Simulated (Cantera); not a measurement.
A closed system holds: 1 mol SiHCl3, 0.051 mol Cl2, 82 mol H2, equilibrated at 1 atm.

Equilibrium computed with Cantera from the NASA thermochemical tables; the gas is ideal and each condensed phase is pure. Candidate condensed phases: Si; 19 gas species. The numbers say what is thermodynamically allowed, not how fast it happens.

### Question
What share of the Si ends up in condensed phases as a function of T (K), at 1175, 1250, 1325, 1400, 1475, 1550, 1625?

### Answer
```
T (K)  Si condensed (%)     as
-----  ----------------  -----
1175               43.7  Si(s)
1250               55.2  Si(s)
1325               63.9  Si(s)
1400               68.8  Si(s)
1475               70.7  Si(s)
1550               71.1  Si(s)
1625               70.9  Si(s)
```
